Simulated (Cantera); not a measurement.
Charge: 1 mol CuO, 4.2 mol H2, at 1298.15 K and 0.000430 bar.

These are equilibrium values from Cantera (NASA tables, ideal gas, pure condensed phases), not measurements of a reactor. Candidate condensed phases: Cu, CuO, Cu(OH)2, Cu2O, H2O; 12 gas species. Equilibrium is a limit: real reactors are often held back by kinetics, nucleation or transport.

Base state: H2 0.762, H2O 0.238, Cu 0.000351, H 4.52e-5 (mole fractions); condensed: Cu(s).

Question: What changes in the equilibrium state with this change: temperature from 1298.15 K to 1923.15 K?

Answer: 
```csv
species,before,after
H2,0.762,0.587
Cu,0.000351,0.189
H2O,0.238,0.188
H,4.52e-5,0.0349
O,<1e-9,4.25e-5
OH,1.83e-7,0.000960
Cu2,2.83e-8,2.35e-5
"Cu(s), mol",0.999,0
```
